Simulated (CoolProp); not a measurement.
Vapour-liquid equilibrium of R245fa (1) + n-pentane (2) at 77.45 °C; x and y are mole fractions of (1).

The numbers come from the multi-fluid Helmholtz-energy mixture model, Akasaka 2015 and Thol 2019; pair parameters Bell 2016 in CoolProp.

| x | bubble pressure, mixture model (MPa) | bubble pressure, Raoult's law (MPa) | y, mixture model | y, Raoult's law |
|---|---|---|---|---|
| 0.05 | 0.4668 | 0.3647 | 0.269 | 0.101 |
| 0.125 | 0.5931 | 0.3944 | 0.440 | 0.235 |
| 0.2 | 0.6726 | 0.4240 | 0.522 | 0.349 |
| 0.275 | 0.7230 | 0.4536 | 0.569 | 0.449 |
| 0.35 | 0.7561 | 0.4832 | 0.602 | 0.536 |
| 0.425 | 0.7789 | 0.5128 | 0.627 | 0.613 |
| 0.5 | 0.7958 | 0.5424 | 0.650 | 0.682 |
| 0.575 | 0.8084 | 0.5720 | 0.673 | 0.744 |
| 0.65 | 0.8174 | 0.6016 | 0.700 | 0.799 |
| 0.725 | 0.8217 | 0.6313 | 0.732 | 0.850 |
| 0.8 | 0.8191 | 0.6609 | 0.775 | 0.896 |
| 0.875 | 0.8055 | 0.6905 | 0.833 | 0.938 |
| 0.95 | 0.7746 | 0.7201 | 0.918 | 0.976 |

The largest gap from Raoult's law is +59.4 % in bubble pressure, at x = 0.275. y crosses x between x = 0.725 and 0.8: the model has an azeotrope there.

The pair parameters rest on a limited set of measurements; away from them the model extrapolates. With so large a gap from Raoult's law the liquid may split in two, which this calculation doesn't test in full.
